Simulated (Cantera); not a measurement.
A perfectly stirred reactor is fed with CO : H2 : CH4 : O2 : N2 = 1 : 0.32 : 0.092 : 1.38 : 9.82 (molar parts), at 1500000 Pa; it is adiabatic with a 675 K inlet, and is followed from long to short residence time, starting on the burning branch (τ in s: 0.023, 0.0095, 0.0039, 0.0016, 0.00068, 0.00028, 0.00012, 4.9e-05, 2e-05, 8.4e-06).

Computed with Cantera and GRI-Mech 3.0 (53 species, 325 reactions). The pressure lies above the range GRI-Mech 3.0 was tuned for (to about 10 atm).

One state of this run: T (K) = 1681; x CO = 0.000976; x H2 = 4.17e-5; x CH4 = 4.96e-6; x H2O = 0.0420; x C2H4 = 1.57e-9. x: mole fraction; the columns are a selection and need not sum to one.

Problem. Which value of τ (s) does it belong to?
(A) 0.0095
(B) 4.9e-5
(C) 8.4e-6
(D) 0.023

Solution. A, 0.0095
